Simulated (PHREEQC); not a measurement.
Metal-bearing waste water: speciation

Dissolve 0.21 mol FeSO4, 0.0018 mol MgSO4 and 0.0018 mol H2SO4 per kg of water at 20 °C. Closed to the air; pH follows from the charge balance.

Equilibrium calculation in PHREEQC: ion-association model, wateq4f.dat.

This is a speciation only: nothing precipitates in the calculation.

Question: Estimate the pH.

Answer: pH 3.17.

Question: In which forms is Mg present?

Answer: MgSO4 57 %, Mg+2 43 % of the Mg.

Species that the database lacks are ignored.
